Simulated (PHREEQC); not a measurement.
# City or well water

Model water analysis in mg/kgw, 85 °C, pH 7.7, pe -1.9:

| constituent | mg/kgw |
|---|---|
| Na | 21.3 |
| K | 33.3 |
| Ca | 5.93 |
| Mg | 7.28 |
| Cl | 63.4 |
| S(6) as SO4 | 21.2 |
| Alkalinity as HCO3 | 27.9 |
| Li | 0.57 |
| Br | 0.0216 |

Valence states are taken as typed.

Computed with PHREEQC (ion-association model, phreeqc.dat).

Precipitation was switched off in this run.

Question: What specific conductance, charge-balance error does the model give?

Answer: specific conductance 873 µS/cm; charge-balance error 1.3 %.

Question: In which forms is Mg present?

Answer: Mg+2 90 %, MgSO4 8.3 %, MgOH+ 1.2 %, MgHCO3+ 0.6 % of the Mg.

Away from 25 °C the constants follow the database's enthalpies or fits; those with neither stay at their 25 °C values.
